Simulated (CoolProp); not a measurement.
Vapour pressure (MPa) of n-pentane: the reference equation beside estimates from Tc = 196.5 °C, pc = 3.368 MPa, ω = 0.251. Clausius-Clapeyron is anchored at 96.25 °C with a constant enthalpy of vaporisation of 21.70 kJ/mol.

Model: reference Helmholtz-energy equation of state, Thol 2019, in CoolProp.

```csv
T (°C),reference,Lee-Kesler,Clausius-Clapeyron,van der Waals,Redlich-Kwong,Soave-Redlich-Kwong,Peng-Robinson
90.25,0.4734,0.4764,0.4847,1.104,0.6497,0.4775,0.4721
96.25,0.5446,0.5481,0.5446,[?],0.7326,0.5501,0.5434
102.35,0.6250,0.6290,0.6109,1.287,0.8241,0.6320,0.6240
108.45,0.7138,0.7183,[?],1.386,0.9233,0.7227,0.7133
114.45,0.8101,0.8149,0.7589,1.488,1.028,0.8209,0.8102
120.55,0.9175,0.9226,0.8424,1.596,1.144,0.9307,0.9184
126.55,1.033,1.038,0.9305,1.707,1.265,1.049,1.035
132.65,1.162,1.167,1.027,[?],1.397,[?],[?]
138.65,1.299,1.304,1.127,1.946,[?],1.320,1.304
144.75,1.451,1.456,1.237,2.074,1.686,1.475,1.457
150.85,1.616,1.621,1.353,2.207,1.845,1.642,1.624
156.85,1.791,1.796,1.474,2.342,2.012,1.820,1.802
```

Task: Fill in the missing entries.

Result: 
- 96.25, van der Waals: 1.192
- 108.45, Clausius-Clapeyron: 0.6827
- 132.65, van der Waals: 1.825
- 132.65, Soave-Redlich-Kwong: 1.180
- 132.65, Peng-Robinson: 1.165
- 138.65, Redlich-Kwong: 1.536

Absolute difference from the reference over all 12 rows, mean and median: Lee-Kesler 0.5 and 0.5 %, Clausius-Clapeyron 8.9 and 9.1 %, van der Waals 74.3 and 69.6 %, Redlich-Kwong 24.0 and 23.6 %, Soave-Redlich-Kwong 1.4 and 1.5 %, Peng-Robinson 0.3 and 0.2 %.
